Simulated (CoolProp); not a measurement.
Properties of hydrogen sulfide along the isobar 184 bar (Tc = 373.1 K, pc = 89.99 bar, ω = 0.101).

The numbers come from the reference Helmholtz-energy equation of state, Lemmon 2006 in CoolProp. It is a short technical equation, of lower accuracy than the large ones.

```csv
T (K),phase,cp (kJ/(kg K)),isothermal compressibility (1/MPa),expansivity (1/kK),viscosity (µPa s),fugacity coefficient
282.3,liquid,1.989,0.001910,2.250,161,0.08633
310.4,liquid,2.069,0.002895,2.709,129,0.1575
338.5,liquid,2.218,0.004825,3.472,102,0.2516
366.6,liquid,2.504,0.009436,4.932,78.7,0.3625
394.7,supercritical,3.128,0.02451,8.357,57.2,0.4794
422.8,supercritical,3.767,0.06865,13.19,38.8,0.5865
451,supercritical,2.823,0.08040,9.563,30.0,0.6704
479.1,supercritical,2.167,0.07332,6.427,27.3,0.7339
507.2,supercritical,1.844,0.06770,4.785,26.6,0.7837
535.3,supercritical,1.666,0.06394,3.830,26.6,0.8235
563.4,supercritical,1.559,0.06134,3.212,27.0,0.8559
591.5,supercritical,1.491,0.05948,2.782,27.5,0.8826
619.7,supercritical,1.446,0.05810,2.463,28.2,0.9048
```

The peak of cp marks the crossing from liquid-like to gas-like fluid above the critical point.

Viscosity comes from a separate model (Quiñones-Cisneros 2012).
